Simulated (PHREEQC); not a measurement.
HF is added in steps, without added water, to 1 kg of water holding 1.3 mmol/kgw AgF and 0.032 mmol/kgw Zn(NO3)2, at 25 °C. O2 is buffered at 0.21 atm. The system is closed to CO2. Nothing may precipitate in this run.

Base run: PHREEQC, ion-association model, wateq4f.dat. Each further column changes one thing. The table gives pH.

| HF added (mol) | base | diluted 100-fold with water | AgF left out | solids may form |
|---|---|---|---|---|
| 0 | 6.89 | 6.99 | 6.66 | 6.89 |
| 0.00046 | 3.83 | 3.51 | 3.51 | 3.83 |
| 0.000805 | 3.61 | 3.33 | 3.33 | 3.61 |
| 0.001265 | 3.44 | 3.20 | 3.20 | 3.44 |
| 0.001725 | 3.32 | 3.11 | 3.11 | 3.32 |
| 0.00207 | 3.26 | 3.06 | 3.06 | 3.26 |
| 0.00253 | 3.19 | 3.00 | 3.00 | 3.19 |
| 0.002875 | 3.14 | 2.97 | 2.97 | 3.14 |
| 0.003335 | 3.09 | 2.93 | 2.93 | 3.09 |
| 0.003795 | 3.05 | 2.89 | 2.89 | 3.05 |
| 0.00414 | 3.02 | 2.87 | 2.87 | 3.02 |
| 0.0046 | 2.99 | 2.84 | 2.84 | 2.99 |

 Solids allowed in the column 'solids may form': Zn(OH)2-e, Ag2O, ZnF2.
